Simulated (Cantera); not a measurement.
Charge: 1 mol PbO, 0.16 mol N2, held at 700 K and 0.00620 bar.

Cantera equilibrium calculation (NASA polynomials, part measured and part estimated; ideal gas, pure solids and liquids). Candidate condensed phases: Pb, PbO, PbO2, Pb3O4; 12 gas species. Equilibrium is a limit: real reactors are often held back by kinetics, nucleation or transport.

Base state: N2 1.00 (mole fractions); condensed: PbO(red).

Task: What changes in the equilibrium state with this change: temperature from 700 K to 1500 K?

Result: 
| species | before | after |
|---|---|---|
| PbO | <1e-9 | 0.648 |
| Pb | <1e-9 | 0.149 |
| N2 | 1.00 | 0.127 |
| O2 | <1e-9 | 0.0745 |
| NO | <1e-9 | 0.000293 |
| O | <1e-9 | 1.41e-5 |
| PbO(red), mol | 1.00 | 0 |
Gases not in the tables: (PbO)n polymers.
